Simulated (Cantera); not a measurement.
Mixture: 7.27 % C2H4, 14.5 % O2, 74.2 % N2, 4.00 % H2O, equivalence ratio 1.5, at 9.60 bar, adiabatic and at constant volume. Ignition delay is the time to a rise of 400 K.

Detailed kinetics in Cantera: GRI-Mech 3.0 (53 species, 325 reactions). GRI-Mech 3.0 was tuned for natural gas; its chemistry of ethylene as a main component is partial and can be far from experiment.

### Question
At T0 = 1500 K, what is the delay, and which 6 reactions control it most (d ln τ / d ln k, from doubling and halving each rate constant)?

### Answer
The delay is 5.52 µs.
| reaction | d ln τ / d ln k | faster rate |
|---|---|---|
| C2H3 + O2 <=> CH2CHO + O | -0.71 | shortens it |
| H + O2 <=> O + OH | -0.53 | shortens it |
| C2H4 + O <=> CH2CHO + H | -0.48 | shortens it |
| C2H3 + O2 <=> CH2O + HCO | 0.47 | lengthens it |
| C2H4 + O <=> CH3 + HCO | 0.43 | lengthens it |
| HCO + O2 <=> CO + HO2 | 0.23 | lengthens it |
